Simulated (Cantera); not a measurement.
Input: 1 mol PbS, 1400 mol H2, 1.2 mol N2, at 1877 °C and 3.70 mbar.

Cantera equilibrium calculation (NASA polynomials, part measured and part estimated; ideal gas, pure solids and liquids). Candidate condensed phases: Pb, PbS, S; 18 gas species. Equilibrium is a limit: real reactors are often held back by kinetics, nucleation or transport.

Base state: H2 0.931, H 0.0669, N2 0.000827, Pb 0.000688, S 0.000355, SH 0.000256, H2S 6.22e-5 (mole fractions); condensed: gas only.

What changes in the equilibrium state with this change: temperature from 1877 °C to 1075 °C?


```csv
species,before,after
H2,0.931,0.998
N2,0.000827,0.000856
Pb,0.000688,0.000672
H,0.0669,3.80e-5
H2S,6.22e-5,0.000657
S,0.000355,1.24e-7
PbS,1.12e-6,4.13e-5
SH,0.000256,1.09e-5
```

What changes in the equilibrium state with this change: temperature from 1877 °C to 800 °C?


```csv
species,before,after
H2,0.931,0.998
N2,0.000827,0.000856
Pb,0.000688,0.000624
H,0.0669,2.30e-7
H2S,6.22e-5,0.000624
S,0.000355,<1e-9
SH,0.000256,2.38e-7
PbS,1.12e-6,8.88e-5
```
